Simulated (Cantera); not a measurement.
Mixture: CO : H₂ : O₂ : N₂ = 1 : 0.067 : 1.27 : 6.35 (molar parts), equivalence ratio 0.42, at 7500 Torr, adiabatic and at constant pressure. Ignition delay is the time to a rise of 400 K.

Detailed kinetics in Cantera: GRI-Mech 3.0 (53 species, 325 reactions). The hydrogen kinetics of GRI-Mech 3.0 are dated; newer H2 mechanisms differ, most at raised pressure.

**Question.** What does this change do: constant volume in place of constant pressure?

**Answer.** 
```tsv
quantity	before	after
delay at 1100 K	1.22 ms	1.00 ms
delay at 1150 K	0.459 ms	0.372 ms
delay at 1200 K	0.188 ms	0.150 ms
delay at 1250 K	91.3 µs	71.2 µs
delay at 1300 K	55.1 µs	42.2 µs
delay at 1350 K	38.7 µs	29.3 µs
apparent activation energy between 1250 and 1350 K	120 kJ/mol	120 kJ/mol
```

**Question.** What does this change do: N2 6.35 to 4.8 parts?

**Answer.** 
```csv
quantity,before,after
delay at 1100 K,1.22 ms,0.891 ms
delay at 1150 K,0.459 ms,0.327 ms
delay at 1200 K,0.188 ms,0.131 ms
delay at 1250 K,91.3 µs,62.8 µs
delay at 1300 K,55.1 µs,37.8 µs
delay at 1350 K,38.7 µs,26.5 µs
apparent activation energy between 1250 and 1350 K,120 kJ/mol,120 kJ/mol
```
